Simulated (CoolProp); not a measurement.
Vapour-liquid equilibrium of R22 (1) + methanol (2) at 260 K; x and y are mole fractions of (1).

Computed with CoolProp (multi-fluid Helmholtz-energy mixture model, Kamei 1995 and de Reuck 1993; pair parameters Bell 2016).

**Question.** Give the bubble pressure and the first vapour's composition at x = 0.25, 0.35, 0.55. Is there an azeotrope?

**Answer.** x = 0.25: 0.1188 MPa, y = 0.988; x = 0.35: 0.1528 MPa, y = 0.991; x = 0.55: 0.2065 MPa, y = 0.995. No azeotrope shows between x = 0.05 and 0.95.

Pair parameters are fitted to limited data, so mixtures are less certain than the pure fluids. With so large a gap from Raoult's law the liquid may split in two, which this calculation doesn't test in full.
